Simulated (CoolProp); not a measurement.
Vapour-liquid equilibrium of propylene (1) + R142b (2) at 0.199 MPa; x and y are mole fractions of (1).

Model: multi-fluid Helmholtz-energy mixture model, Lemmon 2013 and Lemmon 2006; pair parameters Bell 2016, in CoolProp.

```tsv
x	bubble temperature (°C)	y at the bubble point	dew temperature at overall composition x (°C)	liquid density (mol/L)
0.05	4.5	0.178	7.7	11.61
0.125	-1.4	0.383	5.8	11.85
0.2	-6.5	0.530	3.9	12.06
0.275	-10.8	0.637	1.8	12.27
0.35	-14.4	0.716	-0.4	12.46
0.425	-17.4	0.775	-2.8	12.64
0.5	-20.0	0.821	-5.4	12.82
0.575	-22.3	0.858	-8.2	12.99
0.65	-24.3	0.889	-11.3	13.17
0.725	-26.0	0.916	-14.8	13.34
0.8	-27.6	0.940	-18.8	13.51
0.875	-29.2	0.963	-23.3	13.70
0.95	-30.6	0.985	-28.3	13.88
```

No azeotrope shows between x = 0.05 and 0.95.

The pair parameters rest on a limited set of measurements; away from them the model extrapolates.
